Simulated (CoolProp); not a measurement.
A single-stage vapour-compression cycle with R134a: evaporating at 232.15 K (dew point), condensing at 278.15 K (bubble point), superheat 10 K, subcooling 0 K, compressor efficiency 0.9, no pressure losses. Each further row changes one setting.

Values from CoolProp's reference Helmholtz-energy equation of state, Tillner-Roth 1994.

| case | cooling COP | pressure ratio | discharge temperature (K) | refrigerating effect (kJ/kg) | volumetric capacity (kJ/m³) |
|---|---|---|---|---|---|
| as stated | 3.75 | 7.20 | 306.5 | 174 | 438 |
| evaporating temperature 237.15 K | 4.40 | 5.56 | 303.5 | 177 | 569 |
| condensing temperature 273.15 K | 4.31 | 6.03 | 300.3 | 181 | 455 |
| subcooling 5 K | 3.90 | 7.20 | 306.5 | 181 | 455 |
| superheat 20 K | 3.75 | 7.20 | 317.1 | 182 | 438 |
| compressor efficiency 0.8 | 3.34 | 7.20 | 312.9 | 174 | 438 |
